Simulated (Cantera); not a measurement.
Gas mixture: 82.9 % CO, 17.1 % C₂H₆, at 0.105 Torr, frozen composition.

Cantera's kinetic-theory transport with the Lennard-Jones parameters of GRI-Mech 3.0, ideal gas; thermal conductivity in the mixture-averaged form. The composition is frozen, though it would react at the higher temperatures.

D: mixture-averaged diffusion coefficient of that species in the mixture.

```tsv
T (K)	ρ (kg/m³)	cp (J/kg/K)	μ (µPa s)	λ (mW/m/K)	Pr	D (cm²/s) H₂	D (cm²/s) CO₂	D (cm²/s) H
400	0.000119	1252	19.7	32.4	0.761	8600	1780	13600
650	7.35e-5	1471	27.9	51.5	0.797	19500	4220	31500
900	5.31e-5	1650	…	…	0.823	…	…	…
1150	4.15e-5	1784	41.1	87.3	0.840	50300	11200	82700
1400	3.41e-5	1880	46.7	103	0.850	69600	15600	115000
1650	2.89e-5	1949	…	…	0.856	…	…	…
1900	2.51e-5	1999	57.0	133	0.859	115000	25900	191000
```

Question: What belongs in the gaps?

Answer: 
- 900, μ (µPa s): 34.9
- 900, λ (mW/m/K): 70.0
- 900, D (cm²/s) H₂: 33500
- 900, D (cm²/s) CO₂: 7390
- 900, D (cm²/s) H: 54800
- 1650, μ (µPa s): 52.0
- 1650, λ (mW/m/K): 119
- 1650, D (cm²/s) H₂: 91400
- 1650, D (cm²/s) CO₂: 20500
- 1650, D (cm²/s) H: 151000
